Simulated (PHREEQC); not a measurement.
1 kg of water holding 29 mmol/kgw MgCl2 and 170 mmol/kgw NaHCO3 meets 20 L of dry gas (CO2 0.68, N2 0.32 by moles) at fixed total pressure, at 10 °C; fugacities by Peng-Robinson. The gases take part in no redox reaction, some water evaporates into the gas, and hydrates or a liquid gas phase aren't modelled. Precipitation was switched off in this run.

All values are PHREEQC results (ion-association model, phreeqc.dat), not measurements.

| P (atm) | dissolved CO2 (all carbonate carbon) (mol/kgw) | φ of CO2 | p of CO2 (atm) |
|---|---|---|---|
| 1 | 0.203 | 0.994 | 0.659 |
| 2 | 0.237 | 0.988 | 1.33 |
| 3 | 0.270 | 0.981 | 1.99 |
| 5 | 0.334 | 0.969 | 3.33 |
| 7.5 | 0.413 | 0.954 | 5.00 |
| 10 | 0.488 | 0.939 | 6.68 |
| 15 | 0.631 | 0.909 | 10.0 |
| 20 | 0.762 | 0.880 | 13.4 |
| 30 | 0.995 | 0.823 | 20.1 |

Constants without temperature data keep their 25 °C values here.
